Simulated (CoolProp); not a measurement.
Nitrous oxide along the isobar 403 bar: fugacity coefficient from the reference equation and from simpler models built on Tc = 309.5 K, pc = 72.45 bar, ω = 0.161; each cubic takes its own stable root.

Values from CoolProp's reference Helmholtz-energy equation of state, Lemmon 2006. It is a short technical equation, of lower accuracy than the large ones.

```csv
T (K),phase,reference,van der Waals,Redlich-Kwong,Soave-Redlich-Kwong,Peng-Robinson
224,liquid,0.03425,0.1220,0.04522,0.03659,0.03287
258.5,liquid,0.09101,0.1940,0.1097,0.09794,0.08757
293,liquid,0.1793,0.2742,0.2008,0.1945,0.1741
327.5,supercritical,0.2899,0.3574,0.3073,0.3164,0.2842
362,supercritical,0.4091,0.4393,0.4170,0.4476,0.4038
396.5,supercritical,0.5242,0.5170,0.5204,0.5734,0.5196
431,supercritical,0.6271,0.5885,0.6122,0.6843,0.6232
465.5,supercritical,0.7147,0.6528,0.6905,0.7772,0.7115
500,supercritical,0.7871,0.7094,0.7558,0.8527,0.7848
```
